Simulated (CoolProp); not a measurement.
Vapour-liquid equilibrium of R22 (1) + n-pentane (2) at 244.8 K; x and y are mole fractions of (1).

Computed with CoolProp (multi-fluid Helmholtz-energy mixture model, Kamei 1995 and Thol 2019; pair parameters Bell 2016).

| x | bubble pressure, mixture model (bar) | bubble pressure, Raoult's law (bar) | y, mixture model | y, Raoult's law |
|---|---|---|---|---|
| 0.05 | 0.2598 | 0.1413 | 0.791 | 0.622 |
| 0.125 | 0.5290 | 0.2688 | 0.903 | 0.817 |
| 0.2 | ___ | 0.3963 | 0.935 | 0.886 |
| 0.275 | 0.9274 | 0.5238 | 0.951 | 0.922 |
| 0.35 | 1.064 | 0.6513 | 0.959 | 0.944 |
| 0.425 | ___ | 0.7787 | 0.965 | 0.958 |
| 0.5 | ___ | 0.9062 | 0.969 | 0.969 |
| 0.575 | 1.318 | 1.034 | 0.972 | 0.977 |
| 0.65 | 1.379 | 1.161 | 0.975 | 0.983 |
| 0.725 | ___ | 1.289 | 0.978 | 0.988 |
| 0.8 | 1.507 | 1.416 | 0.982 | 0.992 |
| 0.875 | 1.586 | 1.544 | 0.987 | 0.995 |
| 0.95 | 1.681 | 1.671 | 0.994 | 0.998 |

Q: Some entries are withheld; supply them.

A: 
- 0.2, bubble pressure, mixture model (bar): 0.7511
- 0.425, bubble pressure, mixture model (bar): 1.169
- 0.5, bubble pressure, mixture model (bar): 1.250
- 0.725, bubble pressure, mixture model (bar): 1.440

The largest gap from Raoult's law is +96.8 % in bubble pressure, at x = 0.125. No azeotrope shows between x = 0.05 and 0.95.

The pair parameters rest on a limited set of measurements; away from them the model extrapolates. With so large a gap from Raoult's law the liquid may split in two, which this calculation doesn't test in full.
